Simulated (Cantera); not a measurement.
An isothermal, constant-pressure homogeneous reactor starts with NH3 : N2 = 1 : 0.16 (molar parts), at 1575 K and 55000 Pa. Integrator tolerance rtol = 1e-08.

Model: the gas-phase N/H chemistry of the illustrative SiF4/NH3 mechanism in the Surface Chemkin manual (1991), integrated in Cantera. Walls and surfaces, which speed up NH3 decomposition in real reactors, are not modelled.

Problem. What does this change do: pressure from 55000 Pa to 1600 Pa?

Solution. 
```
quantity                                             before                                      after
-----------------  ----------------------------------------  -----------------------------------------
x(NH3) at 5.00 s      0.598 (gas-phase equilibrium 8.67e-6)      0.827 (gas-phase equilibrium 2.52e-7)
x(N) at 5.00 s       4.89e-9 (gas-phase equilibrium <1e-12)   7.94e-9 (gas-phase equilibrium 1.64e-12)
x(H2) at 5.00 s         0.213 (gas-phase equilibrium 0.694)       0.0284 (gas-phase equilibrium 0.694)
x(N2) at 5.00 s         0.189 (gas-phase equilibrium 0.306)        0.145 (gas-phase equilibrium 0.306)
x(N2H4) at 5.00 s    8.54e-8 (gas-phase equilibrium <1e-12)     1.35e-8 (gas-phase equilibrium <1e-12)
x(NH2) at 5.00 s    6.32e-5 (gas-phase equilibrium 1.37e-9)  0.000148 (gas-phase equilibrium 2.34e-10)
x(NH) at 5.00 s    2.15e-7 (gas-phase equilibrium 7.35e-12)   5.65e-7 (gas-phase equilibrium 7.35e-12)
```

Problem. What does this change do: pressure from 55000 Pa to 21000 Pa?

Solution. 
```json
[
 {"quantity": "x(NH3) at 5.00 s", "before": "0.598 (gas-phase equilibrium 8.67e-6)", "after": "0.700 (gas-phase equilibrium 3.31e-6)"},
 {"quantity": "x(N) at 5.00 s", "before": "4.89e-9 (gas-phase equilibrium <1e-12)", "after": "6.96e-9 (gas-phase equilibrium <1e-12)"},
 {"quantity": "x(H2) at 5.00 s", "before": "0.213 (gas-phase equilibrium 0.694)", "after": "0.131 (gas-phase equilibrium 0.694)"},
 {"quantity": "x(N2) at 5.00 s", "before": "0.189 (gas-phase equilibrium 0.306)", "after": "0.169 (gas-phase equilibrium 0.306)"},
 {"quantity": "x(N2H4) at 5.00 s", "before": "8.54e-8 (gas-phase equilibrium <1e-12)", "after": "5.69e-8 (gas-phase equilibrium <1e-12)"},
 {"quantity": "x(NH2) at 5.00 s", "before": "6.32e-5 (gas-phase equilibrium 1.37e-9)", "after": "8.35e-5 (gas-phase equilibrium 8.48e-10)"},
 {"quantity": "x(NH) at 5.00 s", "before": "2.15e-7 (gas-phase equilibrium 7.35e-12)", "after": "3.04e-7 (gas-phase equilibrium 7.35e-12)"}
]
```
